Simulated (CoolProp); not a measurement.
Properties of oxygen along the isotherm 168 K.

Values from CoolProp's reference Helmholtz-energy equation of state, Schmidt 1985.

```
p (bar)          phase       Z  cv (kJ/(kg K))  isothermal compressibility (1/MPa)  viscosity (µPa s)  conductivity (mW/(m K))
-------  -------------  ------  --------------  ----------------------------------  -----------------  -----------------------
5.41               gas  0.9717          0.6589                               1.903               12.7                     15.8
10.8               gas  0.9424          0.6686                              0.9848               12.9                     16.3
16.2               gas  0.9118          0.6791                              0.6807               13.0                     16.8
21.6               gas  0.8799          0.6905                              0.5318               13.2                     17.5
27                 gas  0.8463          0.7031                              0.4456               13.4                     18.2
32.4               gas  0.8110          0.7170                              0.3917               13.6                     19.0
37.8               gas  0.7735          0.7325                              0.3573               14.0                     20.1
43.3               gas  0.7326          0.7503                              0.3361               14.4                     21.4
48.7               gas  0.6893          0.7703                              0.3265               14.9                     23.0
54.1     supercritical  0.6421          0.7934                              0.3272               15.6                     25.1
59.5     supercritical  0.5903          0.8202                              0.3387               16.7                     28.0
64.9     supercritical  0.5334          0.8503                              0.3596               18.3                     32.0
70.3     supercritical  0.4735          0.8782                              0.3734               20.9                     37.4
75.7     supercritical  0.4202          0.8879                              0.3285               24.6                     43.4
```

Viscosity comes from a separate model (Lemmon 2004). Thermal conductivity comes from a separate model (Lemmon 2004).
